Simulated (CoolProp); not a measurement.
Vapour pressure (kPa) of ethylene: the reference equation beside estimates from Tc = 282.4 K, pc = 5042 kPa, ω = 0.087. Clausius-Clapeyron is anchored at 183.7 K with a constant enthalpy of vaporisation of 12.92 kJ/mol.

Values from CoolProp's reference Helmholtz-energy equation of state, Smukala 2000.

```csv
T (K),reference,Lee-Kesler,Clausius-Clapeyron,van der Waals,Redlich-Kwong,Soave-Redlich-Kwong,Peng-Robinson
163.5,70.68,70.00,77.03,355.7,70.39,69.86,72.13
173.6,129.1,128.2,133.9,503.6,132.8,127.9,130.5
183.7,219.1,218.3,219.1,688.4,230.2,217.9,220.2
193.8,350.2,349.9,340.5,913.6,372.7,349.6,350.7
203.9,532.7,533.1,506.5,1183,570.3,533.7,532.6
214.1,780.1,781.1,728.2,1502,836.4,784.1,779.5
224.2,1099,1100,1010,1867,1176,1108,1099
234.3,1503,1503,1362,2284,1600,1518,1504
```

Absolute difference from the reference over all 8 rows, mean and median: Lee-Kesler 0.3 and 0.1 %, Clausius-Clapeyron 5.6 and 5.8 %, van der Waals 175.6 and 141.5 %, Redlich-Kwong 5.3 and 6.4 %, Soave-Redlich-Kwong 0.7 and 0.7 %, Peng-Robinson 0.5 and 0.1 %.
